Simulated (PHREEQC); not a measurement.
# Acid mine or pickling water

A made-up water analysis in mmol/kgw, 25 °C, pH 1.94, pe 9.1:

```csv
constituent,mmol/kgw
Na,0.866
K,0.448
Ca,3.44
Mg,0.131
Cl,1.49
S(6),16.4
F,0.00931
Al,1.27
```

Na is adjusted to close the charge balance.
Valence states are taken as typed.

The numbers come from PHREEQC with the ion-association model, wateq4f.dat.

This is a speciation only: nothing precipitates in the calculation.

Predict the ionic strength.

ionic strength 0.0355 mol/kgw.

In which forms is S present?

SO4-2 51 %, HSO4- 34 %, CaSO4 6.2 %, AlSO4+ 5.6 %, Al(SO4)2- 1.5 % of the S.

Fluoro complexes past AlF4- and FeF3 are missing from the database.
